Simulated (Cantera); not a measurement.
# Equilibrium for hydrogen reduction and annealing atmospheres: Cr2O3 + H2 + H2O

Input: 1 mol Cr2O3, 0.31 mol H2, 0.16 mol H2O, held at 798.15 K and 750 Torr.

Equilibrium computed with Cantera from the NASA thermochemical tables; the gas is ideal and each condensed phase is pure. Candidate condensed phases: Cr, Cr2O3, H2O; 13 gas species. Equilibrium is a limit: real reactors are often held back by kinetics, nucleation or transport.

The x(H2) is 0.660, the x(H2O) is 0.340 and the n(Cr2O3(s)) is 1.00 mol. The gas amount is 0.4700 mol and the log10 activity of Cr(s) (absent) is -9.73.
